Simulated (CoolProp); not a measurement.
Properties of octamethyltrisiloxane (MDM) along the isotherm 575 K.

Computed with CoolProp (reference Helmholtz-energy equation of state, Thol 2017).

```csv
p (MPa),phase,density (kg/m³),isothermal compressibility (1/MPa),expansivity (1/kK)
0.24,gas,12.56,4.417,2.154
0.479,gas,26.75,2.385,2.747
0.719,gas,43.45,1.757,3.668
0.958,gas,63.97,1.523,5.262
1.2,gas,92.11,1.535,8.714
1.44,supercritical,139.0,2.049,20.39
1.68,supercritical,298.3,2.739,69.00
1.92,supercritical,380.6,0.4318,17.11
2.16,supercritical,409.4,0.2215,10.58
2.4,supercritical,427.5,0.1489,8.032
2.64,supercritical,441.0,0.1123,6.640
2.88,supercritical,451.7,0.09036,5.748
3.11,supercritical,460.4,0.07620,5.144
3.35,supercritical,468.3,0.06556,4.669
3.59,supercritical,475.2,0.05757,4.299
```
